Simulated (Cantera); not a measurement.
A Cantera script and what it prints.

```python
import numpy as np
import cantera as ct

gas_names = [...]  # 123 gases of nasa_gas.yaml made of C, H, O, Si
cond_names = """
    C(gr) C6H6(L) C7H8(L) C8H18(L),n-octa H2O(s) H2O(L) Si(cr) Si(L) SiC(b) SiO2(Lqz) SiO2(hqz) SiO2(L)
""".split()


# ... load() reads the species with a 1 bar reference pressure and builds the phases ...
atoms = {
    'SiC': {'Si': 1, 'C': 1},
    'O2': {'O': 2},
    'H2': {'H': 2},
}
top_T = {'C(gr)': 4500, 'SiC(b)': 3050}  # K; cautious upper limits of use, not melting points


# ... equilibrate(T, P, feed) seeds the gas with the atoms and calls Mixture.equilibrate('TP', solver="vcs", rtol=1e-11, max_steps=5000) ...
results = []
feed = {'SiC': 1, 'O2': 0.13, 'H2': 17}  # mol
P = 16  # Pa
for T in [1500, 1575, 1650, 1725, 1800, 1875, 1950, 2025, 2100, 2175]:
    mix = equilibrate(T, P, feed)
    results.append((T, P, feed, dict(zip(mix.species_names, mix.species_moles))))
    x = sorted(zip(gas.X, gas.species_names), reverse=True)
    print(f"T = {T:g} K  P = {P:g} Pa  gas = {mix.phase_moles(0):.4g} mol")
    print("   x: " + "  ".join(f"{s} {v:.3e}" for v, s in x if v > 1e-06))
    print("   condensed (mol): " + ("  ".join(f"{mix.phase(i).name} {mix.phase_moles(i):.4g}"
          for i in range(1, mix.n_phases) if mix.phase_moles(i) > 1e-12) or "none"))
```

It prints:

```
T = 1500 K  P = 16 Pa  gas = 17.27 mol
   x: H2 9.836e-01  CO 7.532e-03  SiO 7.521e-03  H 1.380e-03  Si 1.082e-05
   condensed (mol): SiC(b) 0.8699
T = 1575 K  P = 16 Pa  gas = 17.29 mol
   x: H2 9.816e-01  CO 7.554e-03  SiO 7.484e-03  H 3.255e-03  Si 6.693e-05  SiH 2.004e-06
   condensed (mol): SiC(b) 0.8694
T = 1650 K  P = 16 Pa  gas = 17.33 mol
   x: H2 9.775e-01  CO 7.681e-03  SiO 7.324e-03  H 7.101e-03  Si 3.449e-04  SiH 7.880e-06  SiH2 1.743e-06  Si2C 1.525e-06
   condensed (mol): SiC(b) 0.8669
T = 1725 K  P = 16 Pa  gas = 17.41 mol
   x: H2 9.691e-01  H 1.445e-02  CO 8.213e-03  SiO 6.720e-03  Si 1.451e-03  SiH 2.582e-05  Si2C 1.015e-05  SiH2 3.821e-06  Si2 1.582e-06
   condensed (mol): SiC(b) 0.8568
T = 1800 K  P = 16 Pa  gas = 17.59 mol
   x: H2 9.529e-01  H 2.763e-02  CO 9.759e-03  SiO 5.026e-03  Si 4.603e-03  SiH 6.483e-05  Si2C 4.889e-05  SiH2 6.614e-06  Si2 6.450e-06  C2H2,acetylene 1.803e-06
   condensed (mol): SiC(b) 0.8274
T = 1875 K  P = 16 Pa  gas = 17.88 mol
   x: H2 9.255e-01  H 4.985e-02  CO 1.230e-02  Si 9.788e-03  SiO 2.241e-03  Si2C 1.522e-04  SiH 1.104e-04  Si2 1.270e-05  C2H2,acetylene 1.099e-05  SiC2 8.136e-06  SiH2 7.951e-06
   condensed (mol): SiC(b) 0.7767
T = 1950 K  P = 16 Pa  gas = 18.29 mol
   x: H2 8.865e-01  H 8.533e-02  CO 1.377e-02  Si 1.326e-02  SiO 4.393e-04  Si2C 2.925e-04  C2H2,acetylene 1.256e-04  SiH 1.208e-04  SiC2 1.120e-04  Si2 1.082e-05  SiH2 6.263e-06
   condensed (mol): SiC(b) 0.734
T = 2025 K  P = 16 Pa  gas = 19.02 mol
   x: H2 8.238e-01  H 1.381e-01  Si 2.186e-02  CO 1.353e-02  SiC2 1.015e-03  C2H2,acetylene 7.455e-04  Si2C 6.650e-04  SiH 1.607e-04  SiO 1.335e-04  Si2 1.445e-05  SiH2 6.046e-06  C2H 2.545e-06
   condensed (mol): C(gr) 0.1294  SiC(b) 0.5333
T = 2100 K  P = 16 Pa  gas = 20.37 mol
   x: H2 7.282e-01  H 2.102e-01  Si 4.348e-02  CO 1.266e-02  SiC2 2.802e-03  Si2C 1.190e-03  C2H2,acetylene 1.052e-03  SiH 2.546e-04  SiO 9.834e-05  Si2 2.955e-05  C2H 7.853e-06  SiH2 6.928e-06  C3 1.804e-06  SiC 1.746e-06  C 1.480e-06
   condensed (mol): C(gr) 0.5602
T = 2175 K  P = 16 Pa  gas = 21.56 mol
   x: H2 6.335e-01  H 3.072e-01  Si 4.147e-02  CO 1.202e-02  SiC2 3.620e-03  C2H2,acetylene 1.414e-03  Si2C 5.164e-04  SiH 1.941e-04  SiO 3.759e-05  C2H 2.213e-05  Si2 1.453e-05  C3 9.046e-06  C 6.087e-06  SiH2 3.858e-06  SiC 2.820e-06  C4H2 1.283e-06
   condensed (mol): C(gr) 0.5108
```

Equilibrium computed with Cantera from the NASA thermochemical tables; the gas is ideal and each condensed phase is pure.
